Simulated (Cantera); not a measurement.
**Low-pressure radical oxidation in H2/O2**

A perfectly stirred reactor is fed with H2 : O2 : H2O = 0.32 : 1 : 0.032 (molar parts), at 460 Pa; it is held at 1150 K, and followed from long to short residence time.

Detailed kinetics in Cantera: GRI-Mech 3.0 (53 species, 325 reactions). Radical loss at walls, strong at low pressure, is not modelled. The temperature is held fixed by assumption; the heat of reaction is taken as removed at once.

```tsv
τ (s)	x H2	x O2	x H	x H2O	x O	x OH
4.8	0.000900	0.701	0.000923	0.292	0.00324	0.00233
1.6	0.00181	0.697	0.00271	0.288	0.00661	0.00333
0.53	0.00357	0.690	0.00777	0.281	0.0132	0.00472
0.17	0.00678	0.675	0.0211	0.265	0.0255	0.00649
0.058	0.0113	0.655	0.0447	0.239	0.0416	0.00817
0.019	0.0174	0.637	0.0712	0.210	0.0546	0.00952
0.0064	0.0282	0.633	0.0850	0.187	0.0558	0.0107
0.0021	0.0546	0.645	0.0829	0.159	0.0460	0.0118
0.00070	0.116	0.677	0.0574	0.110	0.0280	0.0105
```
x: mole fraction; the columns are a selection and need not sum to one.
